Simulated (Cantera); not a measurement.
A perfectly stirred reactor is fed with CO : O2 : H2O : N2 = 0.0052 : 0.0089 : 0.021 : 1 (molar parts), at 900 Torr; it is held at 1375 K, and followed from long to short residence time.

Cantera simulation using GRI-Mech 3.0 (53 species, 325 reactions); the numbers are that mechanism's predictions, not measurements.

x: mole fraction; the columns are a selection and need not sum to one.

```csv
τ (s),x CO,x O2,x H2O,x OH,x NO2,x H2O2
1.0,3.95e-5,0.00611,0.0203,4.03e-5,1.74e-9,1.18e-8
0.56,5.84e-5,0.00612,0.0203,4.84e-5,1.52e-9,1.62e-8
0.31,8.69e-5,0.00613,0.0203,5.83e-5,1.23e-9,2.23e-8
0.17,0.000130,0.00615,0.0203,7.04e-5,9.13e-10,3.06e-8
0.094,0.000192,0.00618,0.0203,8.46e-5,6.52e-10,4.12e-8
0.051,[?],0.00623,0.0202,[?],4.52e-10,[?]
0.028,0.000422,0.00630,0.0202,0.000122,3.19e-10,7.20e-8
0.016,0.000601,0.00639,0.0201,0.000143,2.38e-10,9.05e-8
0.0086,0.000880,0.00654,0.0201,0.000168,1.78e-10,1.13e-7
0.0047,[?],0.00673,0.0200,[?],1.37e-10,[?]
0.0026,0.00175,0.00698,0.0199,0.000216,1.04e-10,1.55e-7
```

Q: Some entries are withheld; supply them.

A: 
- 0.051, x CO: 0.000287
- 0.051, x OH: 0.000102
- 0.051, x H2O2: 5.52e-8
- 0.0047, x CO: 0.00126
- 0.0047, x OH: 0.000194
- 0.0047, x H2O2: 1.36e-7
